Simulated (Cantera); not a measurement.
A closed system holds: 1 mol CuO, a varied amount of CO, 1.5 mol N₂, held at 1550 °C and 0.000200 bar.

Equilibrium computed with Cantera from the NASA thermochemical tables; the gas is ideal and each condensed phase is pure. Candidate condensed phases: C, Cu, CuO, Cu₂O; 27 gas species. Kinetics and transport are ignored.

log p: log10 of the partial pressure in bar; nothing condenses.

```tsv
n(CO) (mol)	log p CO	log p N₂	log p Cu	log p CO₂	log p O₂
0.76	-5.44	-4.06	-4.23	-4.39	-5.07
0.99	[?]	-4.07	-4.25	-4.31	[?]
1.3	-4.77	-4.10	-4.28	-4.29	-6.22
1.7	-4.47	-4.15	-4.32	-4.33	-6.88
2.2	-4.29	-4.20	-4.37	-4.37	-7.33
2.8	-4.17	-4.25	-4.42	-4.42	-7.68
3.7	-4.06	-4.32	-4.49	-4.49	-8.03
4.8	-3.98	-4.39	-4.56	-4.56	-8.33
6.2	-3.92	-4.46	-4.64	-4.64	-8.60
8.1	-3.87	[?]	[?]	[?]	[?]
11	-3.83	-4.65	-4.83	-4.83	-9.17
14	-3.80	-4.74	-4.92	-4.92	-9.40
18	-3.78	-4.83	-5.01	-5.01	-9.63
```

Fill in the missing entries.


- 0.99, log p CO: -5.17
- 0.99, log p O₂: -5.46
- 8.1, log p N₂: -4.55
- 8.1, log p Cu: -4.72
- 8.1, log p CO₂: -4.72
- 8.1, log p O₂: -8.87
